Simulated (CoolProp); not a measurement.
Ethylbenzene along the isobar 3.8 MPa: Z from the reference equation and from simpler models built on Tc = 617.1 K, pc = 3.622 MPa, ω = 0.304; each cubic takes its own stable root.

Values from CoolProp's reference Helmholtz-energy equation of state, Zhou 2012.

| T (K) | phase | reference |
|---|---|---|
| 488 | liquid | 0.1452 |
| 497.2 | liquid | 0.1448 |
| 506.5 | liquid | 0.1446 |
| 515.7 | liquid | 0.1445 |
| 524.9 | liquid | 0.1446 |
| 534.2 | liquid | 0.1450 |
| 543.4 | liquid | 0.1456 |
| 552.7 | liquid | 0.1466 |
| 561.9 | liquid | 0.1479 |
| 571.1 | liquid | 0.1498 |
| 580.4 | liquid | 0.1523 |
| 589.6 | liquid | 0.1560 |
| 598.8 | liquid | 0.1614 |

How far does each simpler model (van der Waals, Redlich-Kwong, Soave-Redlich-Kwong, Peng-Robinson) lie from the reference over these 13 states: mean and median of the absolute difference, and the worst?


- van der Waals: mean 66.1 %, median 66.1 %, worst +67.1 % at 488 K and 3.8 MPa
- Redlich-Kwong: mean 23.7 %, median 22.9 %, worst +30.8 % at 598.8 K and 3.8 MPa
- Soave-Redlich-Kwong: mean 18.1 %, median 17.0 %, worst +26.3 % at 598.8 K and 3.8 MPa
- Peng-Robinson: mean 4.7 %, median 3.6 %, worst +12.9 % at 598.8 K and 3.8 MPa
